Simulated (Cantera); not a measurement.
Input: 1 mol SiCl₄, 2.5 mol H₂, 0.98 mol HCl, held at 18.0 bar.

These are equilibrium values from Cantera (NASA tables, ideal gas, pure condensed phases), not measurements of a reactor. Candidate condensed phases: Si; 19 gas species. The tables' values for SiCl₃ are old estimates; treat these amounts as uncertain. Equilibrium is a limit: real reactors are often held back by kinetics, nucleation or transport. All values below are at 1125 K.

Base state: H₂ 0.549, HCl 0.228, SiCl₄ 0.214, SiHCl₃ 0.00895, SiCl₃ 0.000206, SiH₂Cl₂ 4.59e-5 (mole fractions); condensed: gas only.

Task: What changes in the equilibrium state with this change: SiCl₄ replaced by Si?

Result: 
| species | before | after |
|---|---|---|
| H₂ | 0.549 | 0.898 |
| SiHCl₃ | 0.00895 | 0.0478 |
| SiCl₄ | 0.214 | 0.0331 |
| HCl | 0.228 | 0.0108 |
| SiH₃Cl | 6.30e-8 | 0.000401 |
| SiH₂Cl₂ | 4.59e-5 | 0.00847 |
| Si(s), mol | 0 | 0.710 |
